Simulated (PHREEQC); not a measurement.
Dissolve 3.7 mmol/kgw ZnCl2 at 20 °C. Closed to the air; pH follows from the charge balance.

The numbers come from PHREEQC with the ion-association model, phreeqc.dat.

This is a speciation only: nothing precipitates in the calculation.

Task: Estimate the pH, specific conductance.

Result: pH 5.82; specific conductance 765 µS/cm.

Task: In which forms is Zn present?

Result: Zn+2 99 %, ZnCl+ 1.0 % of the Zn.

Complexes and solids missing from the database can't appear.
